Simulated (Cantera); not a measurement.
**Silicon nitride deposition: Si₂Cl₆ + N₂**

Charge: 1 mol Si₂Cl₆, 0.41 mol N₂.

These are equilibrium values from Cantera (NASA tables, ideal gas, pure condensed phases), not measurements of a reactor. Candidate condensed phases: Si, Si₃N₄; 13 gas species. The feed counts by its element totals alone. N₂ is the only nitrogen source here; it is nearly inert below about 1500 K, so the nitride shown seldom forms there in practice. The tables' values for SiCl₃ are old estimates. Kinetics and transport are ignored.

Stable condensed phases:

```
T in K \ P in Pa
              5     26    140    710   3700  19000 100000
   1598       A      A      A      A      A      B      B
   1548       A      A      A      A      A      B      B
   1498       A      A      A      A      B      B      B
   1448       A      A      A      A      B      B      B
   1398       A      A      A      B      B      B      B
   1348       A      A      B      B      B      B      B
   1298       A      A      B      B      B      B      B
   1248       A      B      B      B      B      B      B
   1198       B      B      B      B      B      B      B
   1148       B      B      B      B      B      B      B
   1098       B      B      B      B      B      B      B
   1048       B      B      B      B      B      B      B
```

A: gas only; B: Si₃N₄.
